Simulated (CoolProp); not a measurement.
Saturated liquid density (kg/m³) of ethanol: the reference equation beside estimates from Tc = 514.7 K, pc = 6268 kPa, ω = 0.644. Rackett uses Z = 0.29056 − 0.08775 ω.

The numbers come from the reference Helmholtz-energy equation of state, Schroeder 2014 in CoolProp.

| T (K) | reference | Rackett | van der Waals | Redlich-Kwong | Soave-Redlich-Kwong | Peng-Robinson |
|---|---|---|---|---|---|---|
| 268 | 810.7 | 935.4 | 437.2 | 648.2 | 688.9 | 773.2 |
| 276 | 803.9 | 925.1 | 433.2 | 641.6 | 683.8 | 767.8 |
| 283.9 | 797.2 | 914.9 | 429.2 | 634.8 | 678.5 | 762.3 |
| 291.9 | 790.4 | 904.3 | 425.0 | 627.8 | 672.9 | 756.4 |
| 299.8 | 783.6 | 893.8 | 420.8 | 620.7 | 667.2 | 750.3 |
| 307.8 | 776.7 | 883.0 | 416.5 | 613.2 | 661.2 | 743.9 |
| 315.8 | 769.7 | 871.9 | 412.0 | 605.5 | 654.8 | 737.1 |
| 323.7 | 762.6 | 860.9 | 407.5 | 597.7 | 648.3 | 730.1 |
| 331.7 | 755.3 | 849.5 | 402.9 | 589.6 | 641.4 | 722.7 |
| 339.7 | 747.9 | 838.0 | 398.1 | 581.2 | 634.1 | 714.9 |
| 347.6 | 740.3 | 826.3 | 393.2 | 572.7 | 626.6 | 706.8 |
| 355.6 | 732.4 | 814.3 | 388.2 | 563.7 | 618.6 | 698.2 |
| 363.5 | 724.3 | 802.2 | 383.0 | 554.6 | 610.3 | 689.2 |
| 371.5 | 715.8 | 789.6 | 377.7 | 545.1 | 601.5 | 679.7 |
| 379.5 | 706.9 | 776.8 | 372.1 | 535.2 | 592.2 | 669.5 |

Absolute difference from the reference over all 15 rows, mean and median: Rackett 12.8 and 12.9 %, van der Waals 46.6 and 46.6 %, Redlich-Kwong 21.8 and 21.6 %, Soave-Redlich-Kwong 15.2 and 15.0 %, Peng-Robinson 4.5 and 4.4 %.
